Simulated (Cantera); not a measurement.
A Cantera script and what it prints.

```python
import numpy as np
import cantera as ct

gas_names = """
    CL CL2 H HCL H2 Si SiCL SiCL2 SiCL3 SiCL4 SiH SiHCL3 SiH2 SiH2CL2 SiH3 SiH3CL SiH4 Si2 Si3
""".split()
cond_names = """
    Si(cr) Si(L)
""".split()


# ... load() reads the species with a 1 bar reference pressure and builds the phases ...
atoms = {
    'SiH2Cl2': {'Si': 1, 'H': 2, 'CL': 2},
    'HCl': {'H': 1, 'CL': 1},
    'H2': {'H': 2},
}
top_T = {}  # K; cautious upper limits of use, not melting points


# ... equilibrate(T, P, feed) seeds the gas with the atoms and calls Mixture.equilibrate('TP', solver="vcs", rtol=1e-11, max_steps=5000) ...
results = []
feed = {'SiH2Cl2': 1, 'HCl': 0.11, 'H2': 130}  # mol
P = 56000  # Pa
for T in [1025, 1050, 1075, 1100, 1125, 1150, 1175, 1200, 1225, 1250, 1275, 1300, 1325, 1350]:
    mix = equilibrate(T, P, feed)
    results.append((T, P, feed, dict(zip(mix.species_names, mix.species_moles))))
    x = sorted(zip(gas.X, gas.species_names), reverse=True)
    print(f"T = {T:g} K  P = {P:g} Pa  gas = {mix.phase_moles(0):.4g} mol")
    print("   x: " + "  ".join(f"{s} {v:.3e}" for v, s in x if v > 1e-06))
    print("   condensed (mol): " + ("  ".join(f"{mix.phase(i).name} {mix.phase_moles(i):.4g}"
          for i in range(1, mix.n_phases) if mix.phase_moles(i) > 1e-12) or "none"))
```

Result:

```
T = 1025 K  P = 56000 Pa  gas = 131.7 mol
   x: H2 9.912e-01  HCL 5.564e-03  SiHCL3 1.709e-03  SiCL4 1.116e-03  SiH2CL2 2.903e-04  SiCL2 5.574e-05  SiCL3 5.459e-05  SiH3CL 1.272e-05
   condensed (mol): Si(cr) 0.5736
T = 1050 K  P = 56000 Pa  gas = 131.7 mol
   x: H2 9.905e-01  HCL 6.556e-03  SiHCL3 1.538e-03  SiCL4 9.807e-04  SiH2CL2 2.750e-04  SiCL2 8.109e-05  SiCL3 6.625e-05  SiH3CL 1.280e-05
   condensed (mol): Si(cr) 0.6108
T = 1075 K  P = 56000 Pa  gas = 131.8 mol
   x: H2 9.897e-01  HCL 7.599e-03  SiHCL3 1.357e-03  SiCL4 8.385e-04  SiH2CL2 2.569e-04  SiCL2 1.140e-04  SiCL3 7.769e-05  SiH3CL 1.278e-05
   condensed (mol): Si(cr) 0.6499
T = 1100 K  P = 56000 Pa  gas = 131.8 mol
   x: H2 9.890e-01  HCL 8.663e-03  SiHCL3 1.169e-03  SiCL4 6.944e-04  SiH2CL2 2.360e-04  SiCL2 1.545e-04  SiCL3 8.781e-05  SiH3CL 1.263e-05
   condensed (mol): Si(cr) 0.6896
T = 1125 K  P = 56000 Pa  gas = 131.9 mol
   x: H2 9.882e-01  HCL 9.709e-03  SiHCL3 9.810e-04  SiCL4 5.549e-04  SiH2CL2 2.128e-04  SiCL2 2.021e-04  SiCL3 9.547e-05  SiH3CL 1.234e-05
   condensed (mol): Si(cr) 0.7285
T = 1150 K  P = 56000 Pa  gas = 131.9 mol
   x: H2 9.875e-01  HCL 1.069e-02  SiHCL3 7.995e-04  SiCL4 4.263e-04  SiCL2 2.548e-04  SiH2CL2 1.881e-04  SiCL3 9.967e-05  SiH3CL 1.193e-05
   condensed (mol): Si(cr) 0.7651
T = 1175 K  P = 56000 Pa  gas = 132 mol
   x: H2 9.869e-01  HCL 1.158e-02  SiHCL3 6.322e-04  SiCL4 3.146e-04  SiCL2 3.099e-04  SiH2CL2 1.629e-04  SiCL3 9.988e-05  SiH3CL 1.140e-05
   condensed (mol): Si(cr) 0.798
T = 1200 K  P = 56000 Pa  gas = 132 mol
   x: H2 9.863e-01  HCL 1.233e-02  SiHCL3 4.856e-04  SiCL2 3.640e-04  SiCL4 2.232e-04  SiH2CL2 1.383e-04  SiCL3 9.624e-05  SiH3CL 1.078e-05
   condensed (mol): Si(cr) 0.826
T = 1225 K  P = 56000 Pa  gas = 132 mol
   x: H2 9.859e-01  HCL 1.294e-02  SiCL2 4.144e-04  SiHCL3 3.635e-04  SiCL4 1.529e-04  SiH2CL2 1.154e-04  SiCL3 8.952e-05  SiH3CL 1.009e-05
   condensed (mol): Si(cr) 0.8487
T = 1250 K  P = 56000 Pa  gas = 132 mol
   x: H2 9.856e-01  HCL 1.341e-02  SiCL2 4.592e-04  SiHCL3 2.667e-04  SiCL4 1.020e-04  SiH2CL2 9.491e-05  SiCL3 8.089e-05  SiH3CL 9.371e-06
   condensed (mol): Si(cr) 0.8662
T = 1275 K  P = 56000 Pa  gas = 132.1 mol
   x: H2 9.853e-01  HCL 1.376e-02  SiCL2 4.979e-04  SiHCL3 1.930e-04  SiH2CL2 7.733e-05  SiCL3 7.148e-05  SiCL4 6.676e-05  SiH3CL 8.654e-06
   condensed (mol): Si(cr) 0.8791
T = 1300 K  P = 56000 Pa  gas = 132.1 mol
   x: H2 9.851e-01  HCL 1.401e-02  SiCL2 5.310e-04  SiHCL3 1.386e-04  SiH2CL2 6.267e-05  SiCL3 6.221e-05  SiCL4 4.325e-05  SiH3CL 7.965e-06  H 1.467e-06
   condensed (mol): Si(cr) 0.8882
T = 1325 K  P = 56000 Pa  gas = 132.1 mol
   x: H2 9.850e-01  HCL 1.418e-02  SiCL2 5.591e-04  SiHCL3 9.936e-05  SiCL3 5.362e-05  SiH2CL2 5.071e-05  SiCL4 2.793e-05  SiH3CL 7.318e-06  H 2.169e-06
   condensed (mol): Si(cr) 0.8945
T = 1350 K  P = 56000 Pa  gas = 132.1 mol
   x: H2 9.849e-01  HCL 1.429e-02  SiCL2 5.833e-04  SiHCL3 7.136e-05  SiCL3 4.599e-05  SiH2CL2 4.107e-05  SiCL4 1.808e-05  SiH3CL 6.722e-06  H 3.161e-06
   condensed (mol): Si(cr) 0.8987
```

These are equilibrium values from Cantera (NASA tables, ideal gas, pure condensed phases), not measurements of a reactor. The tables' values for SiCl3 are old estimates; treat these amounts as uncertain.
